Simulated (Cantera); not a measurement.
# SiH2Cl2 + N2O + N2 + H2O (silicon oxide and oxynitride deposition)

A closed system holds: 1 mol SiH2Cl2, 0.11 mol N2O, 120 mol N2, 0.53 mol H2O, equilibrated at 41.0 Pa.

These are equilibrium values from Cantera (NASA tables, ideal gas, pure condensed phases), not measurements of a reactor. Candidate condensed phases: H2O, NH4Cl, Si, SiO2, Si2N2O, Si3N4; 47 gas species. Mutual solubility and eutectic melting of coexisting phases are not modelled. The tables' values for SiCl, SiCl3 are old estimates; treat these amounts as uncertain. The tables hold silica as quartz up to 1696 K and as liquid above; real silica turns to tridymite and cristobalite and melts near 1996 K. Rates play no part.

```tsv
T (°C)	log p N2	log p HCl	log p H2	log p SiO	log p Cl	log p H	n SiO2(β-quartz)	n Si2N2O(s)
727	-3.40	-5.17	-5.75	-13.34	-10.97	-11.52	0.0933	0.453
827	-3.40	-5.17	-5.75	-10.92	-9.93	-10.46	0.0933	0.453
927	-3.40	-5.17	-5.75	-8.91	-9.07	-9.58	0.0932	0.453
1027	-3.40	-5.17	-5.75	-7.22	-8.33	-8.83	0.0877	0.446
1127	-3.40	-5.18	-5.73	-6.00	-7.71	-8.18	0	0.341
1227	-3.40	-5.36	-5.54	-5.69	-7.43	-7.53	0	0.0283
1327	-3.40	-5.38	-5.53	-5.67	-6.98	-7.03	0	0
1427	-3.40	-5.39	-5.53	-5.67	-6.56	-6.60	0	0
1527	-3.40	-5.40	-5.55	-5.67	-6.18	-6.22	0	0
1627	-3.40	-5.41	-5.60	-5.67	-5.84	-5.90	0	0
```
log p: log10 of the partial pressure in bar; n: condensed amount in mol.

From 727 °C to 1027 °C the condensed part is SiO2(β-quartz) + Si2N2O(s). From 1127 °C to 1227 °C the condensed part is Si2N2O(s). From 1327 °C to 1627 °C nothing is condensed. The main Si-bearing gas is SiCl4 at 727 °C and SiO at 1627 °C.
